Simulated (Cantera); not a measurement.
Cantera run:

```python
import numpy as np
import cantera as ct

gas_names = """
    CL CL2 H HCL H2 Si SiCL SiCL2 SiCL3 SiCL4 SiH SiHCL3 SiH2 SiH2CL2 SiH3 SiH3CL SiH4 Si2 Si3
""".split()
cond_names = """
    Si(cr) Si(L)
""".split()


# ... load() reads the species with a 1 bar reference pressure and builds the phases ...
atoms = {
    'SiHCl3': {'Si': 1, 'H': 1, 'CL': 3},
    'H2': {'H': 2},
}
top_T = {}  # K; cautious upper limits of use, not melting points


# ... equilibrate(T, P, feed) seeds the gas with the atoms and calls Mixture.equilibrate('TP', solver="vcs", rtol=1e-11, max_steps=5000) ...
results = []
feed = {'SiHCl3': 1, 'H2': 110}  # mol
P = 100000  # Pa
for T in [1573, 1648, 1723, 1798, 1873, 1948, 2023, 2098, 2173, 2248]:
    mix = equilibrate(T, P, feed)
    results.append((T, P, feed, dict(zip(mix.species_names, mix.species_moles))))
    x = sorted(zip(gas.X, gas.species_names), reverse=True)
    print(f"T = {T:g} K  P = {P:g} Pa  gas = {mix.phase_moles(0):.4g} mol")
    print("   x: " + "  ".join(f"{s} {v:.3e}" for v, s in x if v > 0.001))
    print("   condensed (mol): " + ("  ".join(f"{mix.phase(i).name} {mix.phase_moles(i):.4g}"
          for i in range(1, mix.n_phases) if mix.phase_moles(i) > 1e-12) or "none"))
```

It prints:

```
T = 1573 K  P = 100000 Pa  gas = 112 mol
   x: H2 9.752e-01  HCL 2.277e-02  SiCL2 1.801e-03
   condensed (mol): Si(cr) 0.7807
T = 1648 K  P = 100000 Pa  gas = 112 mol
   x: H2 9.752e-01  HCL 2.276e-02  SiCL2 1.887e-03
   condensed (mol): Si(cr) 0.7768
T = 1723 K  P = 100000 Pa  gas = 112 mol
   x: H2 9.750e-01  HCL 2.290e-02  SiCL2 1.861e-03
   condensed (mol): Si(L) 0.7823
T = 1798 K  P = 100000 Pa  gas = 112 mol
   x: H2 9.746e-01  HCL 2.324e-02  SiCL2 1.718e-03
   condensed (mol): Si(L) 0.7985
T = 1873 K  P = 100000 Pa  gas = 112 mol
   x: H2 9.741e-01  HCL 2.351e-02  SiCL2 1.590e-03
   condensed (mol): Si(L) 0.8103
T = 1948 K  P = 100000 Pa  gas = 112.1 mol
   x: H2 9.735e-01  HCL 2.374e-02  SiCL2 1.475e-03  H 1.115e-03
   condensed (mol): Si(L) 0.8171
T = 2023 K  P = 100000 Pa  gas = 112.1 mol
   x: H2 9.725e-01  HCL 2.391e-02  H 1.873e-03  SiCL2 1.371e-03
   condensed (mol): Si(L) 0.8169
T = 2098 K  P = 100000 Pa  gas = 112.2 mol
   x: H2 9.711e-01  HCL 2.405e-02  H 3.033e-03  SiCL2 1.277e-03
   condensed (mol): Si(L) 0.8061
T = 2173 K  P = 100000 Pa  gas = 112.3 mol
   x: H2 9.691e-01  HCL 2.413e-02  H 4.750e-03  SiCL2 1.191e-03
   condensed (mol): Si(L) 0.7784
T = 2248 K  P = 100000 Pa  gas = 112.5 mol
   x: H2 9.660e-01  HCL 2.415e-02  H 7.221e-03  SiCL2 1.112e-03
   condensed (mol): Si(L) 0.723
```

Method: chemical equilibrium by Gibbs-energy minimisation in Cantera with the NASA 1993 tables (ideal gas, pure condensed phases). The tables' values for SiCl, SiCl3 are old estimates; treat these amounts as uncertain. Gases not in the tables: Si2H6 and higher silanes.
